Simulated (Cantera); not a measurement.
# Transport properties of process gases

Gas mixture: H2O : C3H8 : CH4 = 0.34 : 0.82 : 0.059 (molar parts), at 16.5 Torr, frozen composition.

Cantera's kinetic-theory transport with the Lennard-Jones parameters of GRI-Mech 3.0, ideal gas; thermal conductivity in the multicomponent form. Polar gases are described roughly by these parameters. The composition is frozen, though it would react at the higher temperatures.

| T (K) | ρ (kg/m³) | cp (J/kg/K) | μ (µPa s) | λ (mW/m/K) | Pr | D (cm²/s) O | D (cm²/s) CH4 | D (cm²/s) CO2 |
|---|---|---|---|---|---|---|---|---|
| 400 | 0.0235 | 2110 | 11.6 | 32.9 | 0.745 | 16.6 | 11.4 | 7.78 |
| 600 | 0.0156 | 2798 | 16.7 | 61.4 | 0.763 | 33.9 | 23.8 | 16.6 |
| 800 | 0.0117 | 3329 | 21.3 | 91.7 | 0.773 | 55.6 | 39.5 | 27.9 |
| 1000 | 0.00938 | 3737 | 25.4 | 122 | 0.777 | 81.1 | 58.1 | 41.3 |
| 1200 | 0.00782 | 4025 | 29.1 | 150 | 0.779 | 110 | 79.3 | 56.6 |
| 1400 | 0.00670 | 4266 | 32.6 | 178 | 0.781 | 143 | 103 | 73.7 |
| 1600 | 0.00586 | 4466 | 35.9 | 205 | 0.782 | 178 | 129 | 92.4 |
D: mixture-averaged diffusion coefficient of that species in the mixture.
